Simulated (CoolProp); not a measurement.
A closed Brayton cycle with carbon dioxide: compressor inlet 333.15 K and 9.8 MPa, high pressure 30.6 MPa, turbine inlet 725 K, compressor efficiency 0.89, turbine efficiency 0.93, recuperator effectiveness 0 (on enthalpy, no pinch check). Each further row changes one setting.

Model: reference Helmholtz-energy equation of state, Span 1996, in CoolProp.

```
case                           thermal efficiency (%)  net work (kJ/kg)  compressor to turbine work  compressor exit (K)  turbine exit (K)
-----------------------------  ----------------------  ----------------  --------------------------  -------------------  ----------------
as stated                                        17.5              72.9                        0.44                423.3             594.5
turbine inlet 675 K                              17.3              61.4                        0.49                423.3             549.4
compressor inlet 343.15 K                        17.0              65.4                        0.50                441.9             594.5
high pressure 26 MPa                             15.4              66.4                        0.42                410.2             612.6
recuperator effectiveness 0.5                    23.0              72.9                        0.44                423.3             594.5
```
